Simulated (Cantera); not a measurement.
Feed: 1 mol TiO2, 1.8 mol C, 1.1 mol H2, held at 1 atm.

Cantera equilibrium calculation (NASA polynomials, part measured and part estimated; ideal gas, pure solids and liquids). Candidate condensed phases: C, C6H6, C7H8, C8H18, H2O, Ti, TiC, TiO, TiO2, Ti2O3, Ti3O5, Ti4O7; 113 gas species. Mutual solubility and eutectic melting of coexisting phases are not modelled. TiC, TiO: taken at fixed stoichiometry. Condensed phases not in the tables: solid solutions among these carbides, nitrides and lower oxides. The numbers say what is thermodynamically allowed, not how fast it happens. All values below are at 2550 K.

Base state: CO 0.554, H2 0.425, H 0.0202, TiO 0.000490, H2O 0.000262, Ti 0.000157, CO2 5.40e-5 (mole fractions); condensed: TiC(s) + TiO(l).

What changes in the equilibrium state with this change: pressure from 1 atm to 0.0140 bar?


| species | before | after |
|---|---|---|
| CO | 0.554 | 0.467 |
| H2 | 0.425 | 0.258 |
| H | 0.0202 | 0.134 |
| Ti | 0.000157 | 0.105 |
| TiO | 0.000490 | 0.0354 |
| H2O | 0.000262 | 1.72e-5 |
| CO2 | 5.40e-5 | 4.91e-6 |
| TiO2 | 5.51e-6 | 4.30e-5 |
| TiC(s), mol | 0.400 | 0.222 |
| TiO(l), mol | 0.598 | 0.302 |
